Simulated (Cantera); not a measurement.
# Equilibrium for sublimation and decomposition of ceramics: Si₃N₄ + C + H₂

Feed: 1 mol Si₃N₄, 0.051 mol C, 0.72 mol H₂, held at 13300 Pa.

Method: chemical equilibrium by Gibbs-energy minimisation in Cantera with the NASA 1993 tables (ideal gas, pure condensed phases). Candidate condensed phases: C, C₆H₆, C₇H₈, C₈H₁₈, Si, SiC, Si₃N₄; 105 gas species. Mutual solubility and eutectic melting of coexisting phases are not modelled. The tables' values for SiN are old estimates; treat these amounts as uncertain. Gases not in the tables: Si₂H₆ and higher silanes. The numbers say what is thermodynamically allowed, not how fast it happens.

```tsv
T (K)	x H₂	x N₂	x Si	x H	x Si₂	n SiC(s)	n Si₃N₄(s)	n Si(l)
1623	0.955	0.0450	2.06e-7	0.000185	1.04e-10	0.0510	0.983	0
1723	0.954	0.0451	3.96e-6	0.000488	1.01e-8	0.0510	0.983	0
1823	0.903	0.0957	3.32e-5	0.00113	2.15e-7	0.0510	0.962	0.0633
1923	0.567	0.430	0.000127	0.00194	1.09e-6	0.0507	0.727	0.767
2023	0.263	0.734	0.000427	0.00267	4.67e-6	0.0497	0	2.95
2123	0.261	0.732	0.00128	0.00502	1.75e-5	0.0483	0	2.95
2223	0.257	0.728	0.00345	0.00889	5.77e-5	0.0455	0	2.94
2323	0.251	0.720	0.00855	0.0149	0.000172	0.0399	0	2.93
2423	0.240	0.706	0.0196	0.0238	0.000466	0.0283	0	2.89
2523	0.223	0.678	0.0422	0.0359	0.00117	0.00248	0	2.81
2623	0.200	0.637	0.0855	0.0516	0.00271	0	0	2.63
2723	0.167	0.568	0.164	0.0693	0.00592	0	0	2.26
2823	0.119	0.455	0.301	0.0838	0.0122	0	0	1.40
2923	0.0746	0.342	0.447	0.0927	0.0170	0	0	0
```
x: gas mole fraction; n: condensed amount in mol.

From 1623 K to 1723 K the condensed part is SiC(s) + Si₃N₄(s). From 1823 K to 1923 K the condensed part is Si(l) + SiC(s) + Si₃N₄(s). From 2023 K to 2523 K the condensed part is Si(l) + SiC(s). From 2623 K to 2823 K the condensed part is Si(l). At 2923 K nothing is condensed. The main Si-bearing gas is SiH₂ at 1623 K and Si at 2923 K.
